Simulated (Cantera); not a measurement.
A closed system holds: 1 mol MgO, 0.015 mol H2O, held at 1650 K and 0.700 bar.

Cantera equilibrium calculation (NASA polynomials, part measured and part estimated; ideal gas, pure solids and liquids). Candidate condensed phases: H2O, Mg, MgO, Mg(OH)2; 15 gas species. The numbers say what is thermodynamically allowed, not how fast it happens.

Base state: H2O 0.999, H2 0.000763, O2 0.000337, OH 0.000177 (mole fractions); condensed: MgO(s).

Question: What changes in the equilibrium state with this change: pressure from 0.700 bar to 14.0 mbar?

Answer: 
```tsv
species	before	after
H2O	0.999	0.995
H2	0.000763	0.00280
O2	0.000337	0.00124
H	3.00e-6	4.06e-5
OH	0.000177	0.000652
MgO(s), mol	1.00	1.00
```
